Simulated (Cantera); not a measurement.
Input (Python, Cantera):

```python
import numpy as np
import cantera as ct

gas = ct.Solution("gri30.yaml")
gas.TPX = 325, 100000, {'C3H8': 1, 'O2': 3.57, 'N2': 21}
flame = ct.FreeFlame(gas, width=0.04)
flame.set_refine_criteria(ratio=3, slope=0.08, curve=0.16)
flame.transport_model = "mixture-averaged"
flame.solve(loglevel=0, auto=True)
z, T = flame.grid, flame.T
thick = (T[-1] - T[0]) / np.gradient(T, z).max()
show = ['C3H8', 'O2', 'CH4', 'CO2', 'HCN', 'C2H2']
print(f"laminar burning velocity  {flame.velocity[0] * 100:.3f} cm/s")
print(f"burnt temperature         {T[-1]:.1f} K")
print(f"thermal thickness         {thick * 1e3:.4f} mm")
print(f"grid points               {len(z)}")
z0 = z[flame.heat_release_rate.argmax()]
print(f"{'z/mm':>9s}{'T/K':>9s}{'u/(m/s)':>9s}" + "".join(f"{s:>11s}" for s in show))
rows = []
for k in (-3, -2, -1.5, -1, -0.5, -0.25, 0, 0.25, 0.5, 1, 2, 4, 8):
    zz = z0 + k * thick
    rows.append([k * thick, np.interp(zz, z, T), np.interp(zz, z, flame.velocity),
                 *(np.interp(zz, z, flame.X[gas.species_index(s)]) for s in show)])
    print(f"{rows[-1][0] * 1e3:9.3f}{rows[-1][1]:9.1f}{rows[-1][2]:9.3f}" + "".join(f"{x:11.3e}" for x in rows[-1][3:]))
```

Output:

```
laminar burning velocity  5.931 cm/s
burnt temperature         1664.9 K
thermal thickness         1.9116 mm
grid points               122
     z/mm      T/K  u/(m/s)       C3H8         O2        CH4        CO2        HCN       C2H2
   -5.735    325.6    0.060  3.901e-02  1.392e-01  3.194e-06  1.331e-06  3.377e-10  1.449e-07
   -3.823    332.9    0.061  3.885e-02  1.381e-01  3.876e-05  3.183e-05  8.339e-09  3.072e-06
   -2.867    359.6    0.066  3.859e-02  1.353e-01  1.639e-04  2.049e-04  5.448e-08  1.835e-05
   -1.912    486.1    0.091  3.703e-02  1.235e-01  7.499e-04  1.607e-03  4.246e-07  1.305e-04
   -0.956    862.6    0.166  2.639e-02  8.555e-02  2.567e-03  8.683e-03  2.173e-06  6.515e-04
   -0.478   1160.5    0.228  1.171e-02  5.295e-02  3.998e-03  1.655e-02  3.998e-06  1.210e-03
    0.000   1469.4    0.294  1.870e-04  1.799e-02  3.467e-03  2.743e-02  6.721e-06  2.060e-03
    0.478   1602.2    0.321  4.202e-08  4.235e-03  1.413e-03  3.537e-02  9.750e-06  1.628e-03
    0.956   1638.8    0.328  2.986e-09  1.241e-03  8.683e-04  3.917e-02  1.095e-05  1.227e-03
    1.912   1656.3    0.331  2.882e-10  2.408e-04  6.808e-04  4.214e-02  1.126e-05  1.059e-03
    3.823   1661.9    0.332  1.753e-11  4.548e-05  6.613e-04  4.384e-02  1.118e-05  9.990e-04
    7.646   1663.6    0.332  1.792e-12  9.976e-06  6.727e-04  4.484e-02  1.105e-05  9.569e-04
   15.293   1664.4    0.332  7.489e-13  1.141e-06  6.839e-04  4.569e-02  1.087e-05  9.013e-04
```

Model: GRI-Mech 3.0 (53 species, 325 reactions), integrated in Cantera. GRI-Mech 3.0 was tuned for natural gas; its chemistry of propane as a main component is partial and can be far from experiment. Burning velocities carry a grid error of a few per cent, more on coarse grids.
